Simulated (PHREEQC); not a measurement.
0.044 g of hydrous ferric oxide (600 m²/g; 0.2 weak and 0.005 strong sites per Fe, Dzombak-Morel constants, diffuse double layer) in 1 kg of water with 0.001 mol/kgw of an inert sodium salt and 3.8e-07 mol/kgw NiCl2, at 25 °C; the pH is set by adding NaOH or the inert anion's acid. Oxygen is held at 0.21 atm. No CO2 enters from the air. No solid was allowed to form.

Base run: PHREEQC, ion-association model, wateq4f.dat. Each further column changes one thing. The table gives surface charge σ (C/m²).

```csv
pH,base,background salt from 0.001 to 0.0001 mol/kgw,oxide from 0.044 to 0.22 g/kgw,3.4e-05 mol/kgw BaCl2 added
3,0.252,0.223,0.256,0.255
3.67,0.152,___,0.155,0.156
4.33,0.090,0.044,0.091,___
5,0.050,___,0.051,0.052
5.67,0.026,___,0.027,0.028
6.33,0.013,0.004,0.013,___
7.67,0.002,___,0.002,0.002
8.33,-0.001,0.000,-0.001,-0.001
9,-0.004,-0.001,-0.004,-0.004
9.67,-0.010,-0.004,-0.010,___
10.33,-0.023,-0.012,-0.023,-0.012
11,-0.054,-0.043,-0.055,-0.024
```

Problem. Some entries are withheld; supply them.

Solution. 
- 3.67, background salt from 0.001 to 0.0001 mol/kgw: 0.101
- 4.33, 3.4e-05 mol/kgw BaCl2 added: 0.093
- 5, background salt from 0.001 to 0.0001 mol/kgw: 0.020
- 5.67, background salt from 0.001 to 0.0001 mol/kgw: 0.009
- 6.33, 3.4e-05 mol/kgw BaCl2 added: 0.014
- 7.67, background salt from 0.001 to 0.0001 mol/kgw: 0.001
- 9.67, 3.4e-05 mol/kgw BaCl2 added: -0.008

The oxide is taken as insoluble; below pH 4 it would dissolve.
